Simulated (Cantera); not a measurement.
An isothermal, constant-pressure homogeneous reactor starts with 33.3 % C2H6, 66.7 % N2, at 1898 K and 0.00370 bar.

Model: GRI-Mech 3.0 (53 species, 325 reactions), integrated in Cantera. GRI-Mech 3.0 stops at C3 and has no aromatics, soot or wall deposition, so with more carbon than oxygen in the feed, carbon stays in small species such as C2H2 where larger ones or solid carbon would form. Radical loss at walls, strong at low pressure, is not modelled.

x: mole fraction; the columns are a selection and need not sum to one.

```
t (s)         x C2H6       x CH3       x CH4      x H2      x C2H4
--------  ----------  ----------  ----------  --------  ----------
5.00e-6        0.328     0.00812     3.10e-5   3.44e-6     1.13e-6
2.51e-5        0.306      0.0376    0.000730  0.000254    0.000132
0.000126       0.198       0.119      0.0125    0.0212      0.0164
0.000631     0.00700       0.104      0.0774     0.157      0.0877
0.00316      8.33e-5      0.0161      0.0742     0.291      0.0193
0.0159       1.54e-5     0.00541      0.0540     0.334     0.00219
0.0795    (withheld)  (withheld)  (withheld)     0.364  (withheld)
0.399     (withheld)  (withheld)  (withheld)     0.391  (withheld)
2.00        8.13e-10     6.66e-5    0.000203     0.395     4.14e-6
```

**Question.** Some entries are withheld; supply them.

**Answer.** 
- 0.0795, x C2H6: 3.73e-6
- 0.0795, x CH3: 0.00254
- 0.0795, x CH4: 0.0297
- 0.0795, x C2H4: 0.000449
- 0.399, x C2H6: 2.96e-7
- 0.399, x CH3: 0.000811
- 0.399, x CH4: 0.00640
- 0.399, x C2H4: 3.95e-5
